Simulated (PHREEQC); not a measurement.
Make-up at 30 °C: 0.16 mol/kgw CuCl2, 0.0012 mol/kgw HCl and 0.00025 mol/kgw Na2SO4. Closed to the air; pH follows from the charge balance.

The numbers come from PHREEQC with the ion-association model, phreeqc.dat.

Precipitation was switched off in this run.

### Question
Order these Cl species by the share of Cl that they hold, largest first: CuCl+, Cl-, CuCl2.

### Answer
Cl- (89 %), CuCl+ (10.0 %), CuCl2 (1.3 %)

### Question
Order these Cu species by the share of Cu that they hold, largest first: CuCl+, CuCl2, Cu+2.

### Answer
Cu+2 (79 %), CuCl+ (20 %), CuCl2 (1.3 %)

The pH is 3.04 and the ionic strength 0.411 mol/kgw. Complexes and solids missing from the database can't appear.
